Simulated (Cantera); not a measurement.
**Adiabatic ignition**

An adiabatic, constant-volume homogeneous reactor starts with 18.3 % CO, 3.66 % H2, 16.4 % O2, 61.7 % N2, equivalence ratio 0.67, at 1273 K and 0.270 bar.

Model: GRI-Mech 3.0 (53 species, 325 reactions), integrated in Cantera.

| t (s) | T (K) | P (bar) | x CO | x H2 | x O2 | x NO | x CO2 | x H2O2 |
|---|---|---|---|---|---|---|---|---|
| 2.00e-6 | 1273 | 0.270 | 0.183 | 0.0366 | 0.164 | <1e-12 | 2.41e-9 | <1e-12 |
| 5.97e-6 | 1273 | 0.270 | 0.183 | 0.0366 | 0.164 | <1e-12 | 7.60e-9 | <1e-12 |
| 1.78e-5 | 1273 | 0.270 | 0.183 | 0.0366 | 0.164 | <1e-12 | 3.01e-8 | 7.08e-12 |
| 5.32e-5 | 1273 | 0.270 | 0.183 | 0.0366 | 0.164 | <1e-12 | 4.08e-7 | 8.39e-11 |
| 0.000159 | 1277 | 0.271 | 0.182 | 0.0335 | 0.161 | 7.40e-10 | 0.00114 | 1.24e-7 |
| 0.000475 | 1826 | 0.378 | 0.0876 | 0.00375 | 0.0846 | 3.31e-5 | 0.0999 | 1.16e-7 |
| 0.00142 | 2364 | 0.473 | 0.0724 | 0.00272 | 0.0833 | 0.000422 | 0.122 | 3.16e-8 |
| 0.00423 | 2633 | 0.517 | 0.0551 | 0.00181 | 0.0767 | 0.00507 | 0.142 | 5.49e-8 |
| 0.0126 | 2633 | 0.517 | 0.0539 | 0.00177 | 0.0726 | 0.0132 | 0.144 | 5.55e-8 |
| 0.0377 | 2631 | 0.516 | 0.0537 | 0.00177 | 0.0716 | 0.0153 | 0.144 | 5.51e-8 |
| 0.113 | 2631 | 0.516 | 0.0537 | 0.00177 | 0.0716 | 0.0153 | 0.144 | 5.51e-8 |
| 0.336 | 2631 | 0.516 | 0.0537 | 0.00177 | 0.0716 | 0.0153 | 0.144 | 5.51e-8 |
| 1.00 | 2631 | 0.516 | 0.0537 | 0.00177 | 0.0716 | 0.0153 | 0.144 | 5.51e-8 |
| 3.00 | 2631 | 0.516 | 0.0537 | 0.00177 | 0.0716 | 0.0153 | 0.144 | 5.51e-8 |
x: mole fraction; the columns are a selection and need not sum to one.

| Property | Value |
|---|---|
| time of steepest temperature rise | 0.220 ms |
| temperature at 3.00 s | 2631 K |
| equilibrium temperature | 2631 K |
| x(CO) at 3.00 s | 0.0537 (gas-phase equilibrium 0.0537) |
| x(H2) at 3.00 s | 0.00177 (gas-phase equilibrium 0.00177) |
| x(O2) at 3.00 s | 0.0716 (gas-phase equilibrium 0.0716) |
